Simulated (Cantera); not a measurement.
Input: 1 mol SiF4, 1.5 mol H2O, 13 mol H2, held at 75.0 Torr.

Equilibrium computed with Cantera from the NASA thermochemical tables; the gas is ideal and each condensed phase is pure. Candidate condensed phases: H2O, Si, SiO2; 38 gas species. The tables hold silica as quartz up to 1696 K and as liquid above; real silica turns to tridymite and cristobalite and melts near 1996 K. Kinetics and transport are ignored.

**Question.** What share of the Si ends up in condensed phases as a function of T (°C), at 1152, 1202, 1252, 1302, 1352, 1402, 1452, 1502, 1552, 1602, 1652, 1702?

**Answer.** 
| T (°C) | Si condensed (%) | as |
|---|---|---|
| 1152 | 62.7 | SiO2(β-quartz) |
| 1202 | 63.9 | SiO2(β-quartz) |
| 1252 | 64.9 | SiO2(β-quartz) |
| 1302 | 65.8 | SiO2(β-quartz) |
| 1352 | 66.5 | SiO2(β-quartz) |
| 1402 | 67.0 | SiO2(β-quartz) |
| 1452 | 67.3 | SiO2(condensed) |
| 1502 | 67.0 | SiO2(condensed) |
| 1552 | 65.3 | SiO2(condensed) |
| 1602 | 61.2 | SiO2(condensed) |
| 1652 | 53.6 | SiO2(condensed) |
| 1702 | 41.6 | SiO2(condensed) |
